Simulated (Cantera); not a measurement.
A closed system holds: 1 mol Si, a varied amount of HCl, 8.8 mol H2, equilibrated at 575 K and 3.30 mbar.

Equilibrium computed with Cantera from the NASA thermochemical tables; the gas is ideal and each condensed phase is pure. Candidate condensed phases: Si; 19 gas species. Kinetics and transport are ignored.

Q: Which condensed phases are stable at each of these points (n(HCl) (mol)): 2.9, 3.5, 4.3, 5.2, 6.3, 7.7, 9.3, 11, 14, 17?

A: 
```
n(HCl) (mol)  condensed phases  Si condensed (%)
------------  ----------------  ----------------
2.9                      Si(s)              24.5
3.5                      Si(s)               9.0
4.3                   gas only               0.0
5.2                   gas only               0.0
6.3                   gas only               0.0
7.7                   gas only               0.0
9.3                   gas only               0.0
11                    gas only               0.0
14                    gas only               0.0
17                    gas only               0.0
```

From 2.9 mol HCl to 3.5 mol HCl the condensed part is Si(s). From 4.3 mol HCl to 17 mol HCl nothing is condensed.
